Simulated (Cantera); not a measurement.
Charge: 1 mol Hg, 0.54 mol O2, 37 mol H2, held at 1525 K and 0.0110 bar.

These are equilibrium values from Cantera (NASA tables, ideal gas, pure condensed phases), not measurements of a reactor. Candidate condensed phases: H2O, Hg, HgO; 10 gas species. The numbers say what is thermodynamically allowed, not how fast it happens.

Base state: H2 0.945, H2O 0.0284, Hg 0.0263, H 0.000219 (mole fractions); condensed: gas only.

Q: What changes in the equilibrium state with this change: Hg replaced by HgO?

A: 
```tsv
species	before	after
H2	0.945	0.919
H2O	0.0284	0.0547
Hg	0.0263	0.0263
H	0.000219	0.000216
```

Q: What changes in the equilibrium state with this change: O2 from 0.54 to 0.081 mol?

A: 
```
species    before     after
-------  --------  --------
H2          0.945     0.969
Hg         0.0263    0.0263
H2O        0.0284   0.00426
H        0.000219  0.000222
```
